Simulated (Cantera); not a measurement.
An adiabatic, constant-pressure homogeneous reactor starts with H₂ : O₂ : N₂ = 1 : 0.455 : 1.71 (molar parts), at 1698 K and 0.930 bar.

Computed with Cantera and the H2/O2 subset of GRI-Mech 3.0, which has no nitrogen chemistry.

### Question
Predict: time of steepest temperature rise; temperature at 2.00 s; equilibrium temperature; x(H₂) at 2.00 s; x(O₂) at 2.00 s; x(O) at 2.00 s; x(H) at 2.00 s; x(OH) at 2.00 s.

### Answer
```
Item                                                              Result
---------------------------------  -------------------------------------
time of steepest temperature rise                                7.92 µs
temperature at 2.00 s                                             2920 K
equilibrium temperature                                           2920 K
x(H₂) at 2.00 s                    0.0713 (gas-phase equilibrium 0.0713)
x(O₂) at 2.00 s                    0.0143 (gas-phase equilibrium 0.0143)
x(O) at 2.00 s                     0.0107 (gas-phase equilibrium 0.0107)
x(H) at 2.00 s                     0.0342 (gas-phase equilibrium 0.0342)
x(OH) at 2.00 s                    0.0359 (gas-phase equilibrium 0.0359)
```
